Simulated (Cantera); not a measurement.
NO annealing gas

A perfectly stirred reactor is fed with 90.1 % NO, 9.91 % N2, at 4900 Pa; it is held at 1775 K, and followed from long to short residence time.

Computed with Cantera and GRI-Mech 3.0 (53 species, 325 reactions). Radical loss at walls, strong at low pressure, is not modelled.

| τ (s) | x NO | x O2 | x O | x N2 | x NO2 |
|---|---|---|---|---|---|
| 4.1 | 0.837 | 0.0317 | 9.85e-5 | 0.131 | 0.000189 |
| 1.6 | 0.875 | 0.0127 | 7.65e-5 | 0.112 | 0.000138 |
| 0.62 | 0.891 | 0.00485 | 6.42e-5 | 0.104 | 0.000107 |
| 0.24 | 0.897 | 0.00177 | 5.72e-5 | 0.101 | 9.01e-5 |
| 0.093 | 0.899 | 0.000591 | 5.11e-5 | 0.0997 | 7.79e-5 |
| 0.036 | 0.900 | 0.000167 | 4.34e-5 | 0.0993 | 6.28e-5 |
| 0.014 | 0.901 | 3.56e-5 | 3.29e-5 | 0.0991 | 4.10e-5 |
| 0.0054 | 0.901 | 4.97e-6 | 2.05e-5 | 0.0991 | 1.78e-5 |
| 0.0021 | 0.901 | 6.08e-7 | 1.08e-5 | 0.0991 | 4.99e-6 |
| 0.00081 | 0.901 | 8.60e-8 | 5.01e-6 | 0.0991 | 1.03e-6 |
x: mole fraction; the columns are a selection and need not sum to one.
